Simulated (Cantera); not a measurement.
What does this Cantera script print?

```python
import numpy as np
import cantera as ct

gas_names = """
    C CH CH2 CH3 CH2OH CH3O CH4 CH3OH CO CO2 COOH C2 C2H CHCO,ketyl C2H2,acetylene C2H2,vinylidene
    CH2CO,ketene C2H3,vinyl CH3CO,acetyl C2H4 C2H4O,ethylen CH3CHO,ethanal CH3COOH (HCOOH)2 C2H5 C2H6
    CH3OCH3 C2H5OH C2O C3 C3H3,propargyl C3H4,allene C3H4,propyne C3H4,cyclo- C3H5,allyl C3H6,propylene
    C3H6,cyclo- C3H6O C3H7,n-propyl C3H7,i-propyl C3H8 C3H8O,1propanol C3H8O,2propanol C3O2 C4 C4H2
    C4H4,1,3-cyclo- C4H6,butadiene C4H6,2-butyne C4H6,cyclo- C4H8,1-butene C4H8,cis2-buten
    C4H8,tr2-butene C4H8,isobutene C4H8,cyclo- (CH3COOH)2 C4H9,n-butyl C4H9,i-butyl C4H9,s-butyl
    C4H9,t-butyl C4H10,isobutane C4H10,n-butane C5 C5H6,1,3cyclo- C5H8,cyclo- C5H10,1-pentene
    C5H10,cyclo- C5H11,pentyl C5H11,t-pentyl C5H12,n-pentane C5H12,i-pentane CH3C(CH3)2CH3 C6H2
    C6H5,phenyl C6H5O,phenoxy C6H6 C6H5OH,phenol C6H10,cyclo- C6H12,1-hexene C6H12,cyclo- C6H13,n-hexyl
    C7H7,benzyl C7H8 C7H8O,cresol C7H14,1-heptene C7H15,n-heptyl C7H16,n-heptane C8H8,styrene
    C8H10,ethylbenz C8H16,1-octene C8H17,n-octyl C8H18,isooctane C8H18,n-octane C9H19,n-nonyl
    C10H8,naphthale C10H21,n-decyl C12H9,o-bipheny C12H10,bipheny H HCO HO2 H2 HCHO,formaldehy HCOOH H2O
    H2O2 O OH O2 O3 Ti TiO TiO2
""".split()
cond_names = """
    C(gr) C6H6(L) C7H8(L) C8H18(L),n-octa H2O(s) H2O(L) Ti(a) Ti(b) Ti(L) TiC(s) TiC(L) TiO(a) TiO(b)
    TiO(L) TiO2(ru) TiO2(L) Ti2O3(a) Ti2O3(b) Ti2O3(L) Ti3O5(a) Ti3O5(b) Ti3O5(L) Ti4O7(s) Ti4O7(L)
""".split()


def load(file, names, dense=False):
    # The tables refer to 1 bar. Condensed volumes are neglected.
    table = {s.name: s for s in ct.Species.list_from_file(file)}
    out = []
    for n in names:
        d = dict(table[n].input_data)
        d["thermo"] = dict(d["thermo"], **{"reference-pressure": 1e5})
        if dense:
            d["equation-of-state"] = {"model": "constant-volume", "density": "1e6 g/cm^3"}
        out.append(ct.Species.from_dict(d))
    return out


gas = ct.Solution(thermo="ideal-gas", species=load("nasa_gas.yaml", gas_names))
cond = {s.name: ct.Solution(thermo="fixed-stoichiometry", species=[s], name=s.name)
        for s in load("nasa_condensed.yaml", cond_names, dense=True)}
atoms = {
    'TiO2': {'Ti': 1, 'O': 2},
    'CH4': {'C': 1, 'H': 4},
    'CO': {'C': 1, 'O': 1},
}
top_T = {'C(gr)': 4500}  # K; cautious upper limits of use, not melting points


def equilibrate(T, P, feed):
    n = {}
    for name, mol in feed.items():
        for a, k in atoms[name].items():
            n[a] = n.get(a, 0.0) + k * mol
    gas.TPX = T, P, n
    mass = sum(n.values()) * gas.mean_molecular_weight
    gas.equilibrate("TP")
    valid = [c for c in cond.values() if c.min_temp <= T <= top_T.get(c.name, c.max_temp)]
    mix = ct.Mixture([(gas, mass / gas.mean_molecular_weight)] + [(c, 0.0) for c in valid])
    mix.T, mix.P = T, P
    mix.equilibrate("TP", solver="vcs", rtol=1e-11, max_steps=5000)
    return mix


results = []
feed = {'TiO2': 1, 'CH4': 1.8, 'CO': 0.058}  # mol
T = 1873.15  # K
P = 58000  # Pa
mix = equilibrate(T, P, feed)
results.append((T, P, feed, dict(zip(mix.species_names, mix.species_moles))))
print(gas.report(threshold=1e-06))
for i in range(1, mix.n_phases):
    print(f"{mix.phase(i).name:16s} {mix.phase_moles(i):12.5e} mol")
```

Output:

```
       temperature   1873.2 K
          pressure   58000 Pa
           density   0.033738 kg/m^3
  mean mol. weight   9.0594 kg/kmol
   phase of matter   gas

                          1 kg             1 kmol
                     ---------------   ---------------
          enthalpy        2.1784e+06        1.9735e+07  J
   internal energy        4.5932e+05        4.1612e+06  J
           entropy             23696        2.1468e+05  J/K
    Gibbs function       -4.2208e+07       -3.8238e+08  J
 heat capacity c_p            3794.9             34379  J/K
 heat capacity c_v            2877.1             26065  J/K

                      mass frac. Y      mole frac. X     chem. pot. / RT
                     ---------------   ---------------   ---------------
               CH4        2.1459e-05        1.2118e-05           -45.637
                CO           0.83699           0.27071            -36.43
               CO2        0.00015653        3.2222e-05           -67.494
                 H        8.0556e-05          0.000724           -10.068
                H2           0.16204           0.72816           -20.136
               H2O         0.0007077        0.00035589             -51.2
     [ +107 minor]        4.0755e-06        1.4058e-06

C(gr)             0.00000e+00 mol
Ti(b)             0.00000e+00 mol
TiC(s)            5.20739e-01 mol
TiO(b)            0.00000e+00 mol
TiO2(ru)          0.00000e+00 mol
Ti2O3(b)          2.39631e-01 mol
Ti3O5(b)          0.00000e+00 mol
Ti4O7(s)          0.00000e+00 mol
```

Method: chemical equilibrium by Gibbs-energy minimisation in Cantera with the NASA 1993 tables (ideal gas, pure condensed phases). Mutual solubility and eutectic melting of coexisting phases are not modelled. TiC: taken at fixed stoichiometry.
